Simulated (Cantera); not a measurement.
An adiabatic, constant-pressure homogeneous reactor starts with H2 : O2 : N2 = 1 : 0.595 : 2.24 (molar parts), equivalence ratio 0.84, at 1625 K and 1.00 atm.

Detailed kinetics in Cantera: GRI-Mech 3.0 (53 species, 325 reactions).

Predict: time of steepest temperature rise; temperature at 3.00 s; equilibrium temperature; x(H2) at 3.00 s; x(O2) at 3.00 s; x(O) at 3.00 s; x(H2O) at 3.00 s; x(NO) at 3.00 s; x(N2O) at 3.00 s; x(H) at 3.00 s.

time of steepest temperature rise: 8.96 µs
temperature at 3.00 s: 2837 K
equilibrium temperature: 2837 K
x(H2) at 3.00 s: 0.0339 (gas-phase equilibrium 0.0339)
x(O2) at 3.00 s: 0.0284 (gas-phase equilibrium 0.0284)
x(O) at 3.00 s: 0.0106 (gas-phase equilibrium 0.0106)
x(H2O) at 3.00 s: 0.228 (gas-phase equilibrium 0.228)
x(NO) at 3.00 s: 0.0128 (gas-phase equilibrium 0.0128)
x(N2O) at 3.00 s: 6.52e-7 (gas-phase equilibrium 6.52e-7)
x(H) at 3.00 s: 0.0172 (gas-phase equilibrium 0.0172)
